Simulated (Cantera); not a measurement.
Feed: 1 mol SiO₂, 1.4 mol BCl₃, 18 mol O₂, at 6.30 mbar.

These are equilibrium values from Cantera (NASA tables, ideal gas, pure condensed phases), not measurements of a reactor. Candidate condensed phases: B, B₂O₃, Si, SiO₂; 27 gas species. Mutual solubility and eutectic melting of coexisting phases are not modelled. The tables' values for BOCl are old estimates; treat these amounts as uncertain. The tables hold silica as quartz up to 1696 K and as liquid above; real silica turns to tridymite and cristobalite and melts near 1996 K. Condensed phases not in the tables: borates and borosilicate glass, alloys, solid solutions and most ternary compounds. Kinetics and transport are ignored. All values below are at 1050 °C.

Base state: O₂ 0.866, Cl₂ 0.0801, Cl 0.0541, ClO 0.000127, BOCl 5.59e-5, B₂O₃ 5.52e-5, BO₂ 1.39e-5 (mole fractions); condensed: B₂O₃(l) + SiO₂(β-quartz).

### Question
What changes in the equilibrium state with this change: BCl₃ from 1.4 to 4.1 mol?

### Answer
```
species                before     after
-------------------  --------  --------
O₂                      0.866     0.675
Cl₂                    0.0801     0.232
Cl                     0.0541    0.0921
BOCl                  5.59e-5  0.000101
ClO                  0.000127  0.000190
BO₂                   1.39e-5   1.31e-5
B₂O₃                  5.52e-5   5.52e-5
B₂O₃(l), mol            0.698      2.05
SiO₂(β-quartz), mol      1.00      1.00
```
